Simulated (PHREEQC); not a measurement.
PHREEQC input (ion-association model, wateq4f.dat):

```
SOLUTION_MASTER_SPECIES
  An  An-  0  An  62.0  # stands for a non-complexing anion
SOLUTION_SPECIES
  An- = An-
    -log_k 0
    -gamma 3.0 0
PHASES
  Fix_H+
    H+ = H+
    -log_k 0
SOLUTION 1
  temp 25
  units mmol/kgw
  pH 7 charge
  B 1.4
  Na 300
  An 300
END
SELECTED_OUTPUT 1
  -reset false
  -pH true
  -pe true
  -ionic_strength true
  -water true
  -totals B Na
  -molalities Hfo_wOH Hfo_wOH2+ Hfo_wO- Hfo_sOH Hfo_sOH2+ Hfo_sO- Hfo_wH2BO3
USER_PUNCH 1
  -headings sigma psi
  10 PUNCH EDL("sigma", "Hfo"), EDL("psi", "Hfo")
PRINT
  -reset false
USE solution 1
SURFACE 1
  Hfo_wOH 0.000449438 600 0.2
  Hfo_sOH 1.1236e-05
EQUILIBRIUM_PHASES 1
  Fix_H+ -4 HAn 10
    -force_equality true
  O2(g) -0.68 10
END
# ... the last block is repeated for the other 16 points of pH, with NaOH or the acid as the point needs
```

Selected output (columns that matter, 17 of 17 rows; pH added in front):

```
pH	mu	B	Na	m_Hfo_wOH	m_Hfo_wOH2+	m_Hfo_wO-	m_Hfo_sOH	m_Hfo_sOH2+	m_Hfo_sO-	m_Hfo_wH2BO3	sigma	psi
4	0.30034	0.0013998	0.3	2.5989e-05	0.00042325	3.6557e-08	6.4996e-07	1.0585e-05	9.1427e-10	1.642e-07	0.34882	0.12294
4.38	0.30026	0.0013997	0.3	5.1663e-05	0.00039729	1.539e-07	1.2925e-06	9.9396e-06	3.8504e-09	3.2636e-07	0.32734	0.11974
4.75	0.30021	0.0013994	0.3	8.948e-05	0.00035888	5.111e-07	2.2398e-06	8.9834e-06	1.2794e-08	5.6513e-07	0.29538	0.11457
5.12	0.30017	0.0013991	0.3	0.00013645	0.00031076	1.3725e-06	3.4178e-06	7.7838e-06	3.4379e-08	8.615e-07	0.25501	0.10722
5.5	0.30013	0.0013988	0.3	0.00018714	0.00025801	3.1095e-06	4.6908e-06	6.4673e-06	7.7942e-08	1.1811e-06	0.21011	0.097638
5.88	0.30011	0.0013985	0.3	0.00023376	0.00020819	6.0127e-06	5.8632e-06	5.222e-06	1.5081e-07	1.4743e-06	0.16665	0.086386
6.25	0.30008	0.0013983	0.3	0.00027152	0.00016604	1.0172e-05	6.8139e-06	4.1668e-06	2.5526e-07	1.7105e-06	0.12848	0.074158
6.62	0.30006	0.0013981	0.3	0.00030046	0.00013134	1.5746e-05	7.5433e-06	3.2974e-06	3.9532e-07	1.8883e-06	0.095285	0.060894
7	0.30004	0.001398	0.3	0.00032133	0.00010317	2.2927e-05	8.0694e-06	2.5908e-06	5.7576e-07	2.0081e-06	0.066144	0.046343
7.38	0.30003	0.0013979	0.3	0.00033449	8.1398e-05	3.1488e-05	8.4008e-06	2.0444e-06	7.9084e-07	2.0627e-06	0.041141	0.030984
7.75	0.30006	0.001398	0.30005	0.00034136	6.4904e-05	4.1129e-05	8.573e-06	1.63e-06	1.0329e-06	2.0432e-06	0.019598	0.015436
8.12	0.30016	0.0013981	0.30016	0.00034352	5.1669e-05	5.2322e-05	8.625e-06	1.2973e-06	1.3137e-06	1.9238e-06	-0.00053822	-0.00043025
8.5	0.30034	0.0013983	0.30036	0.00034129	4.0334e-05	6.6157e-05	8.5638e-06	1.0121e-06	1.66e-06	1.6519e-06	-0.021286	-0.016714
8.88	0.30062	0.0013988	0.30065	0.00033405	3.0591e-05	8.3568e-05	8.3741e-06	7.6686e-07	2.0949e-06	1.2196e-06	-0.043668	-0.032641
9.25	0.30095	0.0013992	0.30099	0.00032091	2.2387e-05	0.00010538	8.0362e-06	5.6061e-07	2.639e-06	7.4796e-07	-0.068411	-0.047538
9.62	0.30123	0.0013996	0.3013	0.00030018	1.5476e-05	0.00013339	7.511e-06	3.8723e-07	3.3376e-06	3.7862e-07	-0.09719	-0.061656
10	0.30149	0.0013998	0.30157	0.00026977	9.8255e-06	0.00016967	6.7466e-06	2.4573e-07	4.2434e-06	1.6053e-07	-0.13175	-0.075209
```
